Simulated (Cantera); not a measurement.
A Cantera script and its output.

```python
import numpy as np
import cantera as ct

gas = ct.Solution("gri30.yaml")
gas.TPX = 1200, 760, {'C2H6': 1, 'N2': 25}
inlet = ct.Reservoir(gas, clone=True)

reactor = ct.IdealGasConstPressureReactor(gas, energy="off", clone=False)
exhaust = ct.Reservoir(gas, clone=True)
tau = [5.8, 2.6, 1.2, 0.52, 0.23, 0.1, 0.045, 0.02, 0.009, 0.004, 0.0018][0]
for a, b in ((inlet, reactor), (reactor, exhaust)):
    ct.MassFlowController(a, b, mdot=lambda t: reactor.mass / tau)
net = ct.ReactorNet([reactor])
show = ['C2H6', 'CH4', 'H', 'C2H', 'C2H2', 'C2H4', 'CH3']

rows = []
print(f"{'tau/s':>10s}{'T/K':>9s}" + "".join(f"{s:>11s}" for s in show))
for tau in [5.8, 2.6, 1.2, 0.52, 0.23, 0.1, 0.045, 0.02, 0.009, 0.004, 0.0018]:
    net.initial_time = 0.0
    net.advance(30 * tau)
    before = gas.X
    net.advance(40 * tau)
    drift = np.max(np.abs(gas.X - before) / (gas.X + 1e-9))
    rows.append([gas.T, *gas[show].X, drift])
    print(f"{tau:10.3e}{gas.T:9.1f}" + "".join(f"{x:11.3e}" for x in gas[show].X))
```

Output:

```
     tau/s      T/K       C2H6        CH4          H        C2H       C2H2       C2H4        CH3
 5.800e+00   1200.0  2.102e-03  9.235e-03  1.055e-05  8.125e-10  1.855e-02  1.129e-02  5.260e-05
 2.600e+00   1200.0  4.222e-03  8.901e-03  1.096e-05  6.968e-10  1.276e-02  1.539e-02  7.612e-05
 1.200e+00   1200.0  8.170e-03  7.624e-03  1.071e-05  4.989e-10  7.358e-03  1.777e-02  1.089e-04
 5.200e-01   1200.0  1.551e-02  5.166e-03  9.587e-06  2.659e-10  3.026e-03  1.632e-02  1.510e-04
 2.300e-01   1200.0  2.447e-02  2.664e-03  8.065e-06  1.127e-10  8.890e-04  1.107e-02  1.816e-04
 1.000e-01   1200.0  3.179e-02  1.057e-03  6.575e-06  3.891e-11  1.765e-04  5.550e-03  1.818e-04
 4.500e-02   1200.0  3.577e-02  3.568e-04  5.124e-06  1.116e-11  2.615e-05  2.265e-03  1.462e-04
 2.000e-02   1200.0  3.761e-02  9.342e-05  3.388e-06  1.995e-12  2.323e-06  7.011e-04  8.946e-05
 9.000e-03   1200.0  3.825e-02  2.133e-05  1.663e-06  1.351e-13  1.123e-07  1.558e-04  4.604e-05
 4.000e-03   1200.0  3.842e-02  4.761e-06  5.178e-07  9.137e-16  2.394e-09  2.165e-05  2.322e-05
 1.800e-03   1200.0  3.845e-02  1.060e-06  1.196e-07  1.551e-18  3.594e-11  2.305e-06  1.149e-05
```

Detailed kinetics in Cantera: GRI-Mech 3.0 (53 species, 325 reactions). GRI-Mech 3.0 stops at C3 and has no aromatics, soot or wall deposition, so with more carbon than oxygen in the feed, carbon stays in small species such as C2H2 where larger ones or solid carbon would form. Radical loss at walls, strong at low pressure, is not modelled.
